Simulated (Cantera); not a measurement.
Feed: 1 mol B, 0.82 mol O2, 79 mol H2, 9.3 mol NH3, at 1000 K.

Cantera equilibrium calculation (NASA polynomials, part measured and part estimated; ideal gas, pure solids and liquids). Candidate condensed phases: B, BN, B2O3, B3O3H3, H2O; 39 gas species. Gases not in the tables: H3BO3. Kinetics and transport are ignored.

**Question.** Which condensed phases are stable at each of these points (P (Pa)): 10, 32, 100, 320, 1000, 3200, 10000, 32000, 100000?

**Answer.** 
| P (Pa) | condensed phases | B condensed (%) |
|---|---|---|
| 10 | B2O3(l) | 99.0 |
| 32 | B2O3(l) | 99.5 |
| 100 | B2O3(l) | 99.7 |
| 320 | B2O3(l) | 99.8 |
| 1000 | B2O3(l) | 99.9 |
| 3200 | B2O3(l) | 99.9 |
| 10000 | BN(s) + B2O3(l) | 100.0 |
| 32000 | BN(s) + B2O3(l) | 99.9 |
| 100000 | BN(s) + B2O3(l) | 99.8 |

From 10.0 Pa to 32.0 mbar the condensed part is B2O3(l). From 0.100 bar to 1.00 bar the condensed part is BN(s) + B2O3(l).
